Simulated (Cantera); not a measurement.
Input: 1 mol CH3Cl, 0.059 mol CH4, equilibrated at 650 K and 77.0 mbar.

Equilibrium computed with Cantera from the NASA thermochemical tables; the gas is ideal and each condensed phase is pure. Candidate condensed phases: C, C6H6, C7H8, C8H18; 91 gas species. Rates play no part.

Base state: HCl 0.550, H2 0.286, CH4 0.164 (mole fractions); condensed: C(graphite).

**Question.** What changes in the equilibrium state with this change: temperature from 650 K to 1673 K?

**Answer.** 
```
species           before     after
----------------  ------  --------
H2                 0.286     0.528
HCl                0.550     0.472
H                  <1e-9  0.000298
CH4                0.164   2.60e-5
Cl                 <1e-9  0.000208
C2H2 (acetylene)   <1e-9   3.01e-5
C(graphite), mol   0.760      1.06
```

**Question.** What changes in the equilibrium state with this change: pressure from 77.0 mbar to 10.0 mbar?

**Answer.** 
```csv
species,before,after
HCl,0.550,0.497
H2,0.286,0.450
CH4,0.164,0.0527
"C(graphite), mol",0.760,0.953
```
